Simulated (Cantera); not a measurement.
An isothermal, constant-pressure homogeneous reactor starts with 0.550 % CO, 7.79 % O2, 0.0486 % H2O, 91.6 % N2, equivalence ratio 0.035, at 1325 K and 13300 Pa.

Cantera simulation using GRI-Mech 3.0 (53 species, 325 reactions); the numbers are that mechanism's predictions, not measurements.

x: mole fraction; the columns are a selection and need not sum to one.

```
t (s)        x CO    x O2     x H2O     x N2O      x O    x CO2     x NO
--------  -------  ------  --------  --------  -------  -------  -------
8.00e-5   0.00550  0.0779  0.000486    <1e-12  1.35e-9  1.35e-9   <1e-12
0.000463  0.00550  0.0779  0.000486    <1e-12  7.81e-9  7.86e-9   <1e-12
0.00267   0.00550  0.0779  0.000486    <1e-12  4.86e-8  5.05e-8   <1e-12
0.0155    0.00549  0.0779  0.000485  9.91e-11        ?        ?   <1e-12
0.0894          ?  0.0749         ?         ?        ?        ?        ?
0.517     7.99e-6  0.0753  0.000478   3.08e-7  3.79e-5  0.00550  8.06e-7
2.99      2.02e-7  0.0753  0.000485   1.64e-7  1.58e-6  0.00551  8.56e-7
17.3      1.79e-8  0.0753  0.000486   1.14e-8  2.50e-7  0.00551  8.62e-7
100       1.38e-8  0.0753  0.000486   7.77e-9  2.08e-7  0.00551  8.65e-7
```

Q: Complete the blanks.

A: 
- 0.0155, x O: 2.12e-6
- 0.0155, x CO2: 2.38e-6
- 0.0894, x CO: 0.000856
- 0.0894, x H2O: 0.000399
- 0.0894, x N2O: 2.57e-7
- 0.0894, x O: 0.00157
- 0.0894, x CO2: 0.00465
- 0.0894, x NO: 3.49e-7
